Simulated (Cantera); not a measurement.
## Hydrocarbon pyrolysis for carbon deposition

An isothermal, constant-pressure homogeneous reactor starts with C₂H₆ : H₂ : H₂O = 1 : 53 : 0.057 (molar parts), at 1425 K and 668 Torr.

Detailed kinetics in Cantera: GRI-Mech 3.0 (53 species, 325 reactions). GRI-Mech 3.0 stops at C3 and has no aromatics, soot or wall deposition, so with more carbon than oxygen in the feed, carbon stays in small species such as C2H2 where larger ones or solid carbon would form.

```tsv
t (s)	x C₂H₆	x H₂	x C₂H₂	x CH₄	x CH₃
0.000600	0.000773	0.975	0.00117	0.0110	2.11e-5
0.00135	0.000203	0.975	0.00201	0.0115	1.04e-5
0.00304	0.000111	0.975	0.00297	0.0118	7.15e-6
0.00684	8.62e-5	0.975	0.00432	0.0122	6.49e-6
0.0154	6.33e-5	0.974	0.00594	0.0127	5.95e-6
0.0346	4.53e-5	0.974	0.00705	0.0136	5.44e-6
0.0780	3.75e-5	0.973	0.00710	0.0148	5.34e-6
0.175	3.28e-5	0.972	0.00640	0.0171	5.54e-6
0.395	2.59e-5	0.970	0.00518	0.0209	5.74e-6
0.889	1.71e-5	0.968	0.00351	0.0261	5.76e-6
2.00	8.87e-6	0.965	0.00178	0.0314	5.56e-6
```
x: mole fraction; the columns are a selection and need not sum to one.

Equilibrium at this temperature and pressure: C₂H₆ 3.07e-6, H₂ 0.964, C₂H₂ 0.000426, CH₄ 0.0345, CH₃ 5.14e-6 (gas phase only).
